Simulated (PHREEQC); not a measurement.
Consider water at 25 °C with 140 mmol/kgw NH4HF2 and 62 mmol/kgw H2SiF6. Closed to the air; pH follows from the charge balance.

All values are PHREEQC results (ion-association model, phreeqc.dat), not measurements.

This is a speciation only: nothing precipitates in the calculation.

Task: Order these F species by the share of F that they hold, largest first: HF2-, SiF6-2, F-, HF.

Result: SiF6-2 (57 %), HF (36 %), HF2- (4.7 %), F- (2.7 %)

The pH is 1.88 and the ionic strength 0.219 mol/kgw. SiF6-2 is the database's only silicon fluoride.
